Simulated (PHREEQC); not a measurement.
Make-up at 25 °C: 0.26 mol/kgw Pb(NO3)2, 0.00011 mol/kgw NaCl and 0.029 mol/kgw Na2SO4. Closed to the air; pH follows from the charge balance.

All values are PHREEQC results (ion-association model, phreeqc.dat), not measurements.

```json
[
 {"quantity": "pH", "before": "4.17", "after": "4.33"},
 {"quantity": "ionic strength (mol/kgw)", "before": "0.506", "after": "0.286"},
 {"quantity": "NO3- (mol/kgw)", "before": "0.382", "after": "0.207"},
 {"quantity": "PbNO3+ (mol/kgw)", "before": "0.138", "after": "0.0533"},
 {"quantity": "Pb+2 (mol/kgw)", "before": "0.101", "after": "0.0663"},
 {"quantity": "SI of Pb(OH)2 (Pb(OH)2)", "before": "-1.35", "after": "-1.21"},
 {"quantity": "SI of Anglesite (PbSO4)", "before": "+3.40", "after": "+3.07"}
]
```

Problem. What was changed between the two runs?
(A) Na2SO4 replaced by Li2SO4 at the same molality
(B) diluted 2-fold with water
(C) NaCl from 0.00011 to 0.00055 mol/kgw
(D) diluted 100-fold with water

Solution. B, diluted 2-fold with water

No solid was allowed to form. Some of these states are supersaturated (in Anglesite, for instance).
